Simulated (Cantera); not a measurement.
Feed: 1 mol borazine, 1.3 mol O₂, 0.3 mol H₂O, at 1150 °C and 5.33 Torr.

Equilibrium computed with Cantera from the NASA thermochemical tables; the gas is ideal and each condensed phase is pure. Candidate condensed phases: B, BN, B₂O₃, B₃O₃H₃, H₂O; 39 gas species. The feed counts by its element totals alone. Mutual solubility and eutectic melting of coexisting phases are not modelled. The numbers say what is thermodynamically allowed, not how fast it happens.

Base state: H₂ 0.768, N₂ 0.225, HBO₂ 0.00377, HBO 0.00132, H₂O 0.000724, B₂O₃ 0.000580, H 6.92e-5, B₂O₂ 2.11e-5 (mole fractions); condensed: BN(s) + B₂O₃(l).

### Question
What changes in the equilibrium state with this change: temperature from 1150 °C to 1850 °C?

### Answer
| species | before | after |
|---|---|---|
| H₂ | 0.768 | 0.417 |
| N₂ | 0.225 | 0.217 |
| HBO | 0.00132 | 0.130 |
| BO | 3.49e-6 | 0.111 |
| B₂O₂ | 2.11e-5 | 0.0924 |
| H | 6.92e-5 | 0.0275 |
| B₂O | <1e-9 | 0.00144 |
| BH₂ | 2.05e-9 | 0.000249 |
| B | <1e-9 | 8.48e-5 |
| BN(s), mol | 1.07 | 0.109 |
| B₂O₃(l), mol | 0.950 | 0 |
The tables' values for BH₂ are old estimates; treat these amounts as uncertain.
